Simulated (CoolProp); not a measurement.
Aqueous potassium formate as a coolant, 43 % by mass, freezing at -40.2 °C, 1 atm.

The numbers come from the Melinder's fits for secondary coolants in CoolProp.

```tsv
T (°C)	Prandtl number	cp (kJ/(kg K))	conductivity (W/(m K))	density (kg/m³)
-11.1	28.8	2.752	0.473	1298
-7.2	25.1	2.759	0.477	1296
-3.4	22.1	2.766	0.482	1295
0.5	19.6	2.772	0.486	1293
4.4	17.5	2.779	0.491	1292
8.3	15.7	2.786	0.495	1290
12.1	14.3	2.793	0.500	1288
16	13.1	2.800	0.504	1287
19.9	12.0	2.807	0.509	1285
23.8	11.0	2.814	0.513	1283
27.6	10.2	2.821	0.517	1281
31.5	9.46	2.829	0.522	1280
```
